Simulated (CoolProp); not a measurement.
The fluid at 298.15 K and 0.0147 MPa expands adiabatically to 0.0069 MPa with isentropic efficiency 0.9. The same conditions are run with several fluids, on thermodynamics alone (safety and materials aside).

Computed with CoolProp (reference Helmholtz-energy equation of state of each fluid (tetrahydrofuran: Fiedler 2023; R141b: Lemmon 2006; dimethyl ether: Wu 2011; R114: Platzer 1990; ethane: Bücker 2006)). The equations of Platzer and Polt are older, rougher fits.

| fluid | work (kJ/kg) | final temperature (K) | final density (kg/m³) |
|---|---|---|---|
| tetrahydrofuran | 22.3 | 275.8 | 0.218 |
| R141b | 13.9 | 279.2 | 0.349 |
| dimethyl ether | 34.8 | 273.0 | 0.140 |
| R114 | 9.58 | 284.0 | 0.501 |
| ethane | 52.7 | 266.7 | 0.0936 |
